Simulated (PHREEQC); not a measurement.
Dissolve 0.0099 mol/kgw CsOH, 0.0005 mol/kgw H3BO3 and 0.0022 mol/kgw NaNO3 at 25 °C. Closed to the air; pH follows from the charge balance.

The numbers come from PHREEQC with the ion-association model, wateq4f.dat.

```csv
quantity,before,after
pH,11.92,12.46
ionic strength (mol/kgw),0.0121,0.0121
H3BO3 (mol/kgw),9.17e-7,3.58e-7
```

Question: Name the change that produced these shifts.
(A) temperature from 25 to 5 °C
(B) CsOH from 0.0099 to 0.0495 mol/kgw
(C) temperature from 25 to 10 °C
(D) temperature from 25 to 80 °C
(E) H3BO3 from 0.0005 to 0.0025 mol/kgw

Answer: C, temperature from 25 to 10 °C

This is a speciation only: nothing precipitates in the calculation. Away from 25 °C the constants follow the database's enthalpies or fits; those with neither stay at their 25 °C values.
